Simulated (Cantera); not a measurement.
A closed system holds: 1 mol CHF3, 0.21 mol CH4, 0.46 mol Cl2, at 75.0 Torr.

Equilibrium computed with Cantera from the NASA thermochemical tables; the gas is ideal and each condensed phase is pure. Candidate condensed phases: C, C6H6, C7H8, C8H18; 118 gas species. Rates play no part.

**Question.** Which condensed phases are stable at each of these points (T (K)): 3025, 3075, 3125, 3175, 3225, 3275, 3325?

**Answer.** 
```csv
T (K),condensed phases,C condensed (%)
3025,C(graphite),77.9
3075,C(graphite),74.9
3125,C(graphite),69.7
3175,C(graphite),61.0
3225,C(graphite),46.8
3275,C(graphite),23.9
3325,gas only,0.0
```

From 3025 K to 3275 K the condensed part is C(graphite). At 3325 K nothing is condensed.
